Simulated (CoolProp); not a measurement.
The numbers come from the reference Helmholtz-energy equation of state, Thol 2019 in CoolProp.

**Question.** Give the vapour pressure (bar), liquid cp (kJ/(kg K)), liquid conductivity (mW/(m K)) of saturated n-pentane at 127.95, 174.25 °C.

**Answer.** 
```
T (°C)  p (bar)  liquid cp (kJ/(kg K))  liquid conductivity (mW/(m K))
------  -------  ---------------------  ------------------------------
127.95     10.6                   2.97                            80.7
174.25     23.8                   4.01                            74.0
```

Thermal conductivity comes from a separate model (Vassiliou 2015).
